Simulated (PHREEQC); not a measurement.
**Ultrapure water in contact with air or piping: an equilibrium model**

A made-up water analysis in mg/L, 25 °C, pH 5.5, pe 1.1:

| constituent | mg/L |
|---|---|
| Na | 0.476 |
| K | 0.15 |
| Ca | 0.0533 |
| Mg | 0.304 |
| Cl | 0.621 |
| S(6) as SO4 | 1.47 |
| Alkalinity as HCO3 | 0.341 |
| F | 0.000623 |
| Si as SiO2 | 0.0326 |

Valence states are taken as typed.

Model: ion-association model, phreeqc.dat, run in PHREEQC.

Precipitation was switched off in this run.

Q: Estimate the charge-balance error.

A: charge-balance error -1.4 %.

Q: In which forms is C present?

A: CO2 88 %, HCO3- 12 % of the C.

SiF6-2 is the database's only silicon fluoride.
